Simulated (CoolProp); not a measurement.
A single-stage vapour-compression cycle with ethanol: evaporating at 326.15 K (dew point), condensing at 368.15 K (bubble point), superheat 10 K, subcooling 0 K, compressor efficiency 0.75, no pressure losses. Each further row changes one setting.

The numbers come from the reference Helmholtz-energy equation of state, Schroeder 2014 in CoolProp.

```csv
case,cooling COP,pressure ratio,discharge temperature (K),refrigerating effect (kJ/kg),volumetric capacity (kJ/m³)
as stated,5.20,5.55,427.2,781,443
evaporating temperature 331.15 K,6.07,4.41,420.3,788,556
condensing temperature 363.15 K,5.98,4.64,417.5,797,451
subcooling 5 K,5.31,5.55,427.2,797,451
superheat 20 K,5.16,5.55,437.7,798,438
compressor efficiency 0.65,4.51,5.55,439.0,781,443
```
